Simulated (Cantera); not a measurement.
Input: 1 mol FeS2, 0.14 mol SO2, 0.88 mol CO2, held at 1773 K and 7.10 bar.

Method: chemical equilibrium by Gibbs-energy minimisation in Cantera with the NASA 1993 tables (ideal gas, pure condensed phases). Candidate condensed phases: C, Fe, Fe(CO)5, FeO, FeS, FeSO4, FeS2, Fe2O3, Fe2(SO4)3, Fe3O4, S; 25 gas species. FeS: taken at fixed stoichiometry. Rates play no part.

Base state: CO2 0.382, S2 0.257, SO2 0.167, CO 0.166, S2O 0.0115, COS 0.00928, SO 0.00685, S 0.000113 (mole fractions); condensed: FeS(l).

Problem. What changes in the equilibrium state with this change: pressure from 7.10 bar to 0.133 bar?

Solution. 
```csv
species,before,after
CO,0.166,0.270
CO2,0.382,0.265
S2,0.257,0.228
SO2,0.167,0.209
SO,0.00685,0.0201
S2O,0.0115,0.00434
Fe,3.82e-8,1.58e-5
CS2,5.32e-5,3.37e-6
S,0.000113,0.000778
COS,0.00928,0.00195
"FeS(l), mol",1.00,1.000
```
